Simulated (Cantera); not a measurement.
A perfectly stirred reactor is fed with H2 : O2 : N2 : NO = 1 : 0.417 : 4.58 : 0.01 (molar parts), at 10.0 bar; it is adiabatic with a 475 K inlet, and is followed from long to short residence time, starting on the burning branch (τ in s: 0.03, 0.013, 0.0061, 0.0028, 0.0013, 0.00057, 0.00026, 0.00012, 5.3e-05).

Detailed kinetics in Cantera: GRI-Mech 3.0 (53 species, 325 reactions). The hydrogen kinetics of GRI-Mech 3.0 are dated; newer H2 mechanisms differ, most at raised pressure. The mechanism lacks 2 NO + O2 → 2 NO2 and HONO, so NO2 and the effect of NO are under-described below about 1400 K.

One state of this run: T (K) = 1519; x H2 = 0.0319; x O2 = 0.00192; x NO = 0.000899; x O = 4.04e-5; x NO2 = 2.30e-7; x H2O2 = 5.35e-7; x HO2 = 1.22e-5. x: mole fraction; the columns are a selection and need not sum to one.

Question: Which value of τ (s) does it belong to?
(A) 0.030
(B) 0.013
(C) 0.00026
(D) 0.00057

Answer: C, 0.00026
